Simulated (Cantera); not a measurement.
Thermodynamics of silicon carbide growth, feed (CH3)2SiCl2 + CH4 + H2

Input: 1 mol (CH3)2SiCl2, 2 mol CH4, 1.4 mol H2, held at 10.0 mbar.

Method: chemical equilibrium by Gibbs-energy minimisation in Cantera with the NASA 1993 tables (ideal gas, pure condensed phases). Candidate condensed phases: C, C6H6, C7H8, C8H18, Si, SiC; 109 gas species. The feed counts by its element totals alone. The tables' values for SiCl3, SiCl are old estimates; treat these amounts as uncertain. Rates play no part.

From 1052 °C to 1602 °C the condensed part is C(graphite) + SiC(s). The main Si-bearing gas is SiCl2 throughout. The share of Si in condensed phases is highest at 1052 °C (99.3 %) and lowest at 1602 °C (95.4 %).

```json
[
 {"T (°C)": "1052", "x H2": "0.788", "x HCl": "0.211", "x H": "1.45e-5", "x SiCl2": "0.000520", "x Cl": "3.26e-6", "x C2H2 (acetylene)": "6.71e-7", "n C(graphite)": "3.01", "n SiC(s)": "0.993"},
 {"T (°C)": "1102", "x H2": "0.788", "x HCl": "0.211", "x H": "3.04e-5", "x SiCl2": "0.000695", "x Cl": "6.74e-6", "x C2H2 (acetylene)": "1.40e-6", "n C(graphite)": "3.01", "n SiC(s)": "0.992"},
 {"T (°C)": "1152", "x H2": "0.788", "x HCl": "0.211", "x H": "6.06e-5", "x SiCl2": "0.000908", "x Cl": "1.32e-5", "x C2H2 (acetylene)": "2.78e-6", "n C(graphite)": "3.01", "n SiC(s)": "0.990"},
 {"T (°C)": "1202", "x H2": "0.788", "x HCl": "0.210", "x H": "0.000115", "x SiCl2": "0.00116", "x Cl": "2.49e-5", "x C2H2 (acetylene)": "5.26e-6", "n C(graphite)": "3.01", "n SiC(s)": "0.988"},
 {"T (°C)": "1252", "x H2": "0.789", "x HCl": "0.210", "x H": "0.000210", "x SiCl2": "0.00146", "x Cl": "4.48e-5", "x C2H2 (acetylene)": "9.54e-6", "n C(graphite)": "3.01", "n SiC(s)": "0.985"},
 {"T (°C)": "1302", "x H2": "0.789", "x HCl": "0.209", "x H": "0.000369", "x SiCl2": "0.00181", "x Cl": "7.76e-5", "x C2H2 (acetylene)": "1.66e-5", "n C(graphite)": "3.02", "n SiC(s)": "0.982"},
 {"T (°C)": "1352", "x H2": "0.789", "x HCl": "0.208", "x H": "0.000627", "x SiCl2": "0.00220", "x Cl": "0.000130", "x C2H2 (acetylene)": "2.81e-5", "n C(graphite)": "3.02", "n SiC(s)": "0.979"},
 {"T (°C)": "1402", "x H2": "0.789", "x HCl": "0.207", "x H": "0.00103", "x SiCl2": "0.00263", "x Cl": "0.000211", "x C2H2 (acetylene)": "4.58e-5", "n C(graphite)": "3.02", "n SiC(s)": "0.975"},
 {"T (°C)": "1452", "x H2": "0.789", "x HCl": "0.206", "x H": "0.00165", "x SiCl2": "0.00312", "x Cl": "0.000333", "x C2H2 (acetylene)": "7.27e-5", "n C(graphite)": "3.03", "n SiC(s)": "0.970"},
 {"T (°C)": "1502", "x H2": "0.789", "x HCl": "0.204", "x H": "0.00257", "x SiCl2": "0.00364", "x Cl": "0.000512", "x C2H2 (acetylene)": "0.000112", "n C(graphite)": "3.03", "n SiC(s)": "0.965"},
 {"T (°C)": "1552", "x H2": "0.788", "x HCl": "0.203", "x H": "0.00391", "x SiCl2": "0.00421", "x Cl": "0.000768", "x C2H2 (acetylene)": "0.000169", "n C(graphite)": "3.04", "n SiC(s)": "0.960"},
 {"T (°C)": "1602", "x H2": "0.787", "x HCl": "0.201", "x H": "0.00581", "x SiCl2": "0.00481", "x Cl": "0.00113", "x C2H2 (acetylene)": "0.000249", "n C(graphite)": "3.04", "n SiC(s)": "0.954"}
]
```
x: gas mole fraction; n: condensed amount in mol.
